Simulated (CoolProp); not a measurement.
C3F8 (R218) at 298.15 K and 3.48 MPa flows at 0.062 m/s in a round tube of 12.7 mm bore and 15 µm roughness, fully developed (64/Re and Nu = 3.66 if laminar; Colebrook and Gnielinski if turbulent). Each further row changes one setting.

Computed with CoolProp (reference Helmholtz-energy equation of state, Lemmon 2006). It is a short technical equation, of lower accuracy than the large ones.

| case | Reynolds number | Darcy friction factor | pressure drop (Pa/m) | heat-transfer coefficient (W/(m² K)) | mass flow (kg/h) |
|---|---|---|---|---|---|
| as stated | 5730 | 0.0373 | 7.70 | 149 | 38.5 |
| velocity 0.124 m/s | 11500 | 0.0317 | 26.1 | 292 | 77.1 |
| diameter 25.4 mm | 11500 | 0.0307 | 3.17 | 143 | 154 |

Viscosity comes from a separate model (Huber 2003), an estimate that may be off by 10 % or more. Thermal conductivity comes from a separate model (Huber 2003), an estimate that may be off by 10 % or more.
